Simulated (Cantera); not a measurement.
**Diamond growth**

A diamond (100) surface in a fixed gas of H2 with x(CH4) = 0.0022, x(H) = 0.00035, x(CH3) = 0.00022, at 1275 K; coverages are run to steady state.

Model: the Harris–Goodwin 1993 mechanism for the reconstructed diamond (100) surface, integrated in Cantera.

```
P (Pa)  growth (µm/h)  θ c6HH  θ c6H*  θ c6*H  θ c6**    θ c6HM
------  -------------  ------  ------  ------  ------  --------
800            0.0340   0.498  0.0399   0.445  0.0149   8.27e-5
1300           0.0714   0.498  0.0399   0.445  0.0148  0.000138
2000            0.132   0.498  0.0399   0.445  0.0147  0.000217
3100            0.239   0.498  0.0399   0.444  0.0146  0.000344
4900            0.433   0.498  0.0398   0.444  0.0145  0.000551
7800            0.784   0.497  0.0398   0.444  0.0144  0.000884
12000            1.36   0.497  0.0398   0.443  0.0144   0.00136
19000            2.51   0.496  0.0397   0.443  0.0143   0.00215
```
θ: site fractions in the mechanism's names (c6HH fully hydrogenated, c6H* and c6*H radical sites, c6** diradical, c6HM methylated).
